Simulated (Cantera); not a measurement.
**Stirred combustor or abatement burner**

A perfectly stirred reactor is fed with 7.19 % CH4, 19.4 % O2, 73.4 % N2, equivalence ratio 0.74, at 10.0 bar; it is adiabatic with a 375 K inlet, and is followed from long to short residence time, starting on the burning branch (τ in s: 0.025, 0.011, 0.0045, 0.0019, 0.0008, 0.00034, 0.00014, 6e-05, 2.5e-05, 1.1e-05, 4.5e-06).

Computed with Cantera and GRI-Mech 3.0 (53 species, 325 reactions).

| τ (s) | T (K) | x CH4 | x O2 | x HCO | x H2O | x CO | x C2H |
|---|---|---|---|---|---|---|---|
| 0.025 | 1963 | 7.28e-6 | 0.0502 | 7.99e-9 | 0.143 | 0.000243 | 2.43e-12 |
| 0.011 | 1961 | 1.45e-5 | 0.0503 | 1.82e-8 | 0.143 | 0.000394 | 9.15e-12 |
| 0.0045 | 1957 | 2.90e-5 | 0.0505 | 4.48e-8 | 0.143 | 0.000711 | 3.26e-11 |
| 0.0019 | 1950 | 5.45e-5 | 0.0508 | 1.07e-7 | 0.143 | 0.00128 | 9.50e-11 |
| 0.00080 | 1939 | 0.000102 | 0.0514 | 2.59e-7 | 0.142 | 0.00234 | 2.48e-10 |
| 0.00034 | 1918 | 0.000195 | 0.0526 | 6.22e-7 | 0.141 | 0.00426 | 5.95e-10 |
| 0.00014 | 1878 | 0.000424 | 0.0552 | 1.55e-6 | 0.140 | 0.00820 | 1.45e-9 |
| 6.0e-5 | 375 | 0.0719 | 0.194 | <1e-12 | <1e-12 | <1e-12 | <1e-12 |
| 2.5e-5 | 375 | 0.0719 | 0.194 | <1e-12 | <1e-12 | <1e-12 | <1e-12 |
| 1.1e-5 | 375 | 0.0719 | 0.194 | <1e-12 | <1e-12 | <1e-12 | <1e-12 |
| 4.5e-6 | 375 | 0.0719 | 0.194 | <1e-12 | <1e-12 | <1e-12 | <1e-12 |
x: mole fraction; the columns are a selection and need not sum to one.
